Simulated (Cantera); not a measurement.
What does this Cantera script print?

```python
import numpy as np
import cantera as ct

gas_names = """
    CL2 AL2CL6 LiCL TiCL3 SiCL2 Cu3CL3 MgCL2
""".split()
cond_names = """
    AL(cr) AL(L) Li(cr) Li(L) Ti(a) Ti(b) Ti(L) Si(cr) Si(L) Cu(cr) Cu(L) ALCL3(s) ALCL3(L) Mg(cr) Mg(L)
""".split()


# ... load() reads the species with a 1 bar reference pressure and builds the phases ...
species = {s.name: s for s in load("nasa_gas.yaml", gas_names) + load("nasa_condensed.yaml", cond_names)}
# Each term lists the table entries of one substance; the one whose range holds T is used.
reactions = {
    '0.6667 Al + Cl2(g) = 0.3333 Al2Cl6(g)':
        [(-0.6666666666666666, ['AL(cr)', 'AL(L)']), (-1, ['CL2']), (0.3333333333333333, ['AL2CL6'])],
    '2 Li + Cl2(g) = 2 LiCl(g)':
        [(-2, ['Li(cr)', 'Li(L)']), (-1, ['CL2']), (2, ['LiCL'])],
    '0.6667 Ti + Cl2(g) = 0.6667 TiCl3(g)':
        [(-0.6666666666666666, ['Ti(a)', 'Ti(b)', 'Ti(L)']), (-1, ['CL2']), (0.6666666666666666, ['TiCL3'])],
    'Si + Cl2(g) = SiCl2(g)':
        [(-1, ['Si(cr)', 'Si(L)']), (-1, ['CL2']), (1, ['SiCL2'])],
    '2 Cu + Cl2(g) = 0.6667 Cu3Cl3(g)':
        [(-2, ['Cu(cr)', 'Cu(L)']), (-1, ['CL2']), (0.6666666666666666, ['Cu3CL3'])],
    '0.6667 Al + Cl2(g) = 0.6667 AlCl3':
        [(-0.6666666666666666, ['AL(cr)', 'AL(L)']), (-1, ['CL2']), (0.6666666666666666, ['ALCL3(s)', 'ALCL3(L)'])],
    'Mg + Cl2(g) = MgCl2(g)':
        [(-1, ['Mg(cr)', 'Mg(L)']), (-1, ['CL2']), (1, ['MgCL2'])],
}


def pick(names, T):
    return next(species[n] for n in names if species[n].thermo.min_temp <= T <= species[n].thermo.max_temp)


results = []
for label, terms in reactions.items():
    print(label)
    print("     T/K   dH/kJ  dS/(J/K)   dG/kJ   log10 K")
    for T in [350, 375, 400, 425, 450, 475]:
        used = [(nu, pick(names, T)) for nu, names in terms]
        dH = sum(nu * s.thermo.h(T) for nu, s in used) / 1e6
        dS = sum(nu * s.thermo.s(T) for nu, s in used) / 1e3
        dG = dH - T * dS / 1e3
        logK = -dG * 1e6 / (ct.gas_constant * T * np.log(10))
        results.append((label, T, dH, dS, dG, logK, [s.name for _, s in used]))
        print(f"{T:8g} {dH:8.1f} {dS:8.1f} {dG:8.1f} {logK:8.2f}")
```

Result:

```
0.6667 Al + Cl2(g) = 0.3333 Al2Cl6(g)
     T/K   dH/kJ  dS/(J/K)   dG/kJ   log10 K
     350   -431.8    -83.1   -402.7    60.09
     375   -431.7    -82.9   -400.6    55.80
     400   -431.6    -82.7   -398.5    52.04
     425   -431.5    -82.4   -396.5    48.73
     450   -431.4    -82.2   -394.4    45.78
     475   -431.3    -82.0   -392.4    43.15
2 Li + Cl2(g) = 2 LiCl(g)
     T/K   dH/kJ  dS/(J/K)   dG/kJ   log10 K
     350   -392.4    141.7   -441.9    65.95
     375   -392.8    140.3   -445.5    62.05
     400   -393.3    139.0   -448.9    58.63
     425   -393.9    137.7   -452.4    55.60
     450   -394.5    136.4   -455.8    52.91
     475   -401.1    121.8   -459.0    50.47
0.6667 Ti + Cl2(g) = 0.6667 TiCl3(g)
     T/K   dH/kJ  dS/(J/K)   dG/kJ   log10 K
     350   -359.6    -32.6   -348.2    51.97
     375   -359.7    -32.7   -347.4    48.39
     400   -359.7    -32.7   -346.6    45.26
     425   -359.7    -32.8   -345.8    42.50
     450   -359.7    -32.8   -345.0    40.04
     475   -359.7    -32.8   -344.1    37.84
Si + Cl2(g) = SiCl2(g)
     T/K   dH/kJ  dS/(J/K)   dG/kJ   log10 K
     350   -168.8     39.0   -182.4    27.22
     375   -168.8     38.8   -183.4    25.54
     400   -168.9     38.5   -184.4    24.07
     425   -169.0     38.3   -185.3    22.78
     450   -169.1     38.1   -186.3    21.62
     475   -169.2     37.8   -187.2    20.59
2 Cu + Cl2(g) = 0.6667 Cu3Cl3(g)
     T/K   dH/kJ  dS/(J/K)   dG/kJ   log10 K
     350   -172.4     -3.0   -171.3    25.57
     375   -172.4     -3.1   -171.2    23.85
     400   -172.4     -3.1   -171.2    22.35
     425   -172.4     -3.2   -171.1    21.03
     450   -172.5     -3.2   -171.0    19.85
     475   -172.5     -3.3   -170.9    18.80
0.6667 Al + Cl2(g) = 0.6667 AlCl3
     T/K   dH/kJ  dS/(J/K)   dG/kJ   log10 K
     350   -469.8   -167.3   -411.3    61.38
     375   -469.5   -166.4   -407.1    56.71
     400   -469.2   -165.5   -403.0    52.62
     425   -468.8   -164.6   -398.8    49.02
     450   -468.4   -163.7   -394.7    45.82
     475   -444.3   -111.9   -391.1    43.01
Mg + Cl2(g) = MgCl2(g)
     T/K   dH/kJ  dS/(J/K)   dG/kJ   log10 K
     350   -392.6     21.1   -400.0    59.69
     375   -392.6     21.0   -400.5    55.78
     400   -392.7     20.8   -401.0    52.36
     425   -392.7     20.6   -401.5    49.35
     450   -392.8     20.5   -402.0    46.67
     475   -392.9     20.3   -402.5    44.27
```

Standard-state values (1 bar) from the NASA 1993 polynomials, evaluated with Cantera. Condensed species are held in their standard states even where they would react or evaporate.
